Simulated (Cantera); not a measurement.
A closed system holds: 1 mol Si, 3.6 mol HBr, equilibrated at 775 K and 0.0990 bar.

Cantera equilibrium calculation (NASA polynomials, part measured and part estimated; ideal gas, pure solids and liquids). Candidate condensed phases: Br2, Si; 19 gas species. The tables' values for SiBr3 are old estimates; treat these amounts as uncertain. The numbers say what is thermodynamically allowed, not how fast it happens.

Base state: H2 0.658, SiBr4 0.321, SiHBr3 0.0163, HBr 0.00458, SiH2Br2 0.000384, SiBr3 4.75e-5, SiBr2 1.62e-5 (mole fractions); condensed: Si(s).

### Question
What changes in the equilibrium state with this change: HBr from 3.6 to 10 mol?

### Answer
```json
[
 {"species": "HBr", "before": "0.00458", "after": "0.667"},
 {"species": "H2", "before": "0.658", "after": "0.222"},
 {"species": "SiBr4", "before": "0.321", "after": "0.111"},
 {"species": "SiHBr3", "before": "0.0163", "after": "1.31e-5"},
 {"species": "SiH2Br2", "before": "0.000384", "after": "<1e-9"},
 {"species": "SiBr2", "before": "1.62e-5", "after": "<1e-9"},
 {"species": "SiBr3", "before": "4.75e-5", "after": "6.57e-8"},
 {"species": "Si(s), mol", "before": "0.0916", "after": "0"}
]
```
